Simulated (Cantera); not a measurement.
A perfectly stirred reactor is fed with 0.518 % H2, 63.2 % O2, 36.0 % N2, 0.221 % H2O, at 10.00 Torr; it is held at 1000 K, and followed from long to short residence time.

Cantera simulation using the H2/O2 subset of GRI-Mech 3.0, which has no nitrogen chemistry; the numbers are that mechanism's predictions, not measurements. Radical loss at walls, strong at low pressure, is not modelled.

x: mole fraction; the columns are a selection and need not sum to one.

| τ (s) | x H2 | x O2 | x HO2 | x H2O | x O | x OH | x H |
|---|---|---|---|---|---|---|---|
| 28 | 1.90e-5 | 0.631 | 2.30e-7 | 0.00738 | 8.33e-5 | 3.49e-5 | ? |
| 11 | 3.22e-5 | 0.631 | 3.36e-7 | 0.00736 | 0.000149 | 4.88e-5 | ? |
| 4.3 | 5.42e-5 | 0.631 | 4.84e-7 | 0.00732 | 0.000262 | 6.90e-5 | ? |
| 1.7 | 9.03e-5 | 0.631 | 6.81e-7 | 0.00727 | 0.000442 | 9.79e-5 | ? |
| 0.64 | 0.000155 | 0.631 | 9.54e-7 | 0.00716 | 0.000733 | 0.000143 | ? |
| 0.25 | 0.000266 | 0.630 | 1.28e-6 | 0.00700 | 0.00112 | 0.000204 | ? |
| 0.096 | 0.000472 | 0.630 | 1.65e-6 | 0.00670 | 0.00156 | 0.000290 | ? |
| 0.037 | 0.000862 | 0.630 | 2.00e-6 | 0.00619 | 0.00190 | 0.000393 | ? |
| 0.014 | 0.00163 | 0.630 | 2.24e-6 | 0.00533 | 0.00188 | 0.000480 | ? |
| 0.0056 | 0.00295 | 0.630 | 2.19e-6 | 0.00407 | 0.00131 | 0.000450 | ? |

Task: What belongs in the gaps?

Result: 
- 28, x H: 1.18e-6
- 11, x H: 2.95e-6
- 4.3, x H: 7.31e-6
- 1.7, x H: 1.76e-5
- 0.64, x H: 4.25e-5
- 0.25, x H: 9.32e-5
- 0.096, x H: 0.000186
- 0.037, x H: 0.000313
- 0.014, x H: 0.000398
- 0.0056, x H: 0.000299
